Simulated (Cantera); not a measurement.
An isothermal, constant-pressure homogeneous reactor starts with CO : O2 : H2O : N2 = 0.0044 : 0.0024 : 0.053 : 1 (molar parts), at 875 K and 100.0 Torr.

Cantera simulation using GRI-Mech 3.0 (53 species, 325 reactions); the numbers are that mechanism's predictions, not measurements.

One state of this run: x CO = 0.00126; x O2 = 0.000980; x H2O = 0.0497; x NO = 2.75e-9; x H2 = 0.000305; x H = 4.92e-5. x: mole fraction; the columns are a selection and need not sum to one.

**Question.** Which value of t (s) does it belong to?
A) 1.19
B) 0.00189
C) 0.238
D) 7.54e-5

**Answer.** A, 1.19
